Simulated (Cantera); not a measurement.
An adiabatic, constant-pressure homogeneous reactor starts with 2.79 % C₃H₈, 18.1 % O₂, 68.0 % N₂, 11.1 % H₂O, equivalence ratio 0.77, at 950 K and 1130 Torr.

Model: GRI-Mech 3.0 (53 species, 325 reactions), integrated in Cantera. GRI-Mech 3.0 was tuned for natural gas; its chemistry of propane as a main component is partial and can be far from experiment. Below about 1000 K GRI-Mech 3.0 lacks low-temperature oxidation paths.

### Question
Predict: time of steepest temperature rise; temperature at 3.00 s; equilibrium temperature; x(O₂) at 3.00 s; x(H₂O) at 3.00 s; x(N₂O) at 3.00 s.

### Answer
```
Property                                                             Value
---------------------------------  ---------------------------------------
time of steepest temperature rise                                   1.31 s
temperature at 3.00 s                                               2270 K
equilibrium temperature                                             2270 K
x(O₂) at 3.00 s                      0.0380 (gas-phase equilibrium 0.0380)
x(H₂O) at 3.00 s                       0.211 (gas-phase equilibrium 0.211)
x(N₂O) at 3.00 s                   3.56e-7 (gas-phase equilibrium 3.56e-7)
```
